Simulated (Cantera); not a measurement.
What does this Cantera script print?

```python
import numpy as np
import cantera as ct

gas = ct.Solution("h2o2.yaml")
gas.TPX = 800, 13332, {'H2': 0.92, 'O2': 1, 'N2': 11}
reactor = ct.IdealGasConstPressureReactor(gas, energy="off", clone=False)
net = ct.ReactorNet([reactor])
net.rtol, net.atol = 1e-08, 1e-18
show = ['H2', 'O2', 'H2O2', 'O', 'H', 'HO2']
times = np.geomspace(0.0008, 200, 13)

steps = ct.SolutionArray(gas, extra=["t"])
rows = []
print(f"{'t/s':>10s}{'T/K':>9s}{'P/Pa':>11s}" + "".join(f"{s:>11s}" for s in show))
for t in times:
    while net.time < t:
        t_next = net.step()
        steps.append(gas.state, t=t_next)
    rows.append([np.interp(t, steps.t, y) for y in (steps.T, steps.P, *steps(*show).X.T)])
    print(f"{t:10.3e}{rows[-1][0]:9.1f}{rows[-1][1]:11.4g}" + "".join(f"{x:11.3e}" for x in rows[-1][2:]))
rate = np.gradient(steps.T, steps.t)
print("integrator steps:", len(steps.t))
if steps.T.max() > steps.T[0] + 200:
    print(f"time of steepest temperature rise: {steps.t[rate.argmax()]:.4e} s")
gas.TPX = 800, 13332, {'H2': 0.92, 'O2': 1, 'N2': 11}
gas.equilibrate("TP")
print(f"equilibrium (TP): T = {gas.T:.1f} K  " + "  ".join(f"{s} {gas[s].X[0]:.3e}" for s in show))
```

Result:

```
       t/s      T/K       P/Pa         H2         O2       H2O2          O          H        HO2
 8.000e-04    800.0  1.333e+04  7.121e-02  7.740e-02  9.366e-17  4.167e-14  3.595e-13  7.535e-13
 2.254e-03    800.0  1.333e+04  7.121e-02  7.740e-02  1.141e-15  1.289e-13  9.902e-13  3.589e-12
 6.350e-03    800.0  1.333e+04  7.121e-02  7.740e-02  1.784e-14  3.767e-13  2.782e-12  2.174e-11
 1.789e-02    800.0  1.333e+04  7.121e-02  7.740e-02  3.408e-13  1.108e-12  8.072e-12  1.557e-10
 5.040e-02    800.0  1.333e+04  7.121e-02  7.740e-02  7.608e-12  3.886e-12  2.819e-11  1.316e-09
 1.420e-01    800.0  1.333e+04  7.121e-02  7.740e-02  2.860e-10  3.992e-11  2.894e-10  2.252e-08
 4.000e-01    800.0  1.333e+04  1.978e-02  5.279e-02  5.085e-06  4.024e-07  1.303e-06  1.062e-05
 1.127e+00    800.0  1.333e+04  1.973e-02  5.277e-02  1.257e-05  1.037e-09  3.161e-09  1.552e-06
 3.175e+00    800.0  1.333e+04  1.970e-02  5.275e-02  1.692e-05  1.388e-09  4.246e-09  1.771e-06
 8.944e+00    800.0  1.333e+04  1.959e-02  5.269e-02  3.518e-05  2.863e-09  8.863e-09  2.497e-06
 2.520e+01    800.0  1.333e+04  1.866e-02  5.221e-02  1.013e-04  7.734e-09  2.419e-08  3.927e-06
 7.099e+01    800.0  1.333e+04  1.452e-02  5.023e-02  1.163e-04  9.319e-09  2.467e-08  3.964e-06
 2.000e+02    800.0  1.333e+04  6.419e-03  4.637e-02  8.178e-05  9.861e-09  1.420e-08  3.075e-06
integrator steps: 1741
equilibrium (TP): T = 800.0 K  H2 5.067e-14  O2 4.334e-02  H2O2 6.510e-13  O 4.581e-14  H 1.797e-18  HO2 2.720e-12
```

Model: the H2/O2 subset of GRI-Mech 3.0, which has no nitrogen chemistry, integrated in Cantera. Radical loss at walls, strong at low pressure, is not modelled. Below about 950 K walls govern HO2 and H2O2 in real vessels. The temperature is held fixed by assumption; the heat of reaction is taken as removed at once.
